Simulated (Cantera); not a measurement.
Mixture: CH4 : H2 : O2 : N2 = 1 : 0.63 : 2.86 : 10.7 (molar parts), equivalence ratio 0.81, at 1000000 Pa, adiabatic and at constant volume. Ignition delay is the time to a rise of 400 K.

Detailed kinetics in Cantera: GRI-Mech 3.0 (53 species, 325 reactions).

Question: What does this change do: 0.95 parts H2O added?

Answer: 
| quantity | before | after |
|---|---|---|
| delay at 1148 K | 0.587 ms | 0.836 ms |
| delay at 1248 K | 0.163 ms | 0.211 ms |
| delay at 1348 K | 71.0 µs | 83.2 µs |
| delay at 1448 K | 36.2 µs | 40.8 µs |
| delay at 1548 K | 19.8 µs | 22.0 µs |
| apparent activation energy between 1498 and 1598 K | 110 kJ/mol | 120 kJ/mol |

Question: What does this change do: CH4 1 to 0.65 parts?

Answer: 
```
quantity                                                before       after
--------------------------------------------------  ----------  ----------
delay at 1148 K                                       0.587 ms    0.550 ms
delay at 1248 K                                       0.163 ms    0.115 ms
delay at 1348 K                                        71.0 µs     44.0 µs
delay at 1448 K                                        36.2 µs     21.5 µs
delay at 1548 K                                        19.8 µs     11.9 µs
apparent activation energy between 1498 and 1598 K  110 kJ/mol  110 kJ/mol
```
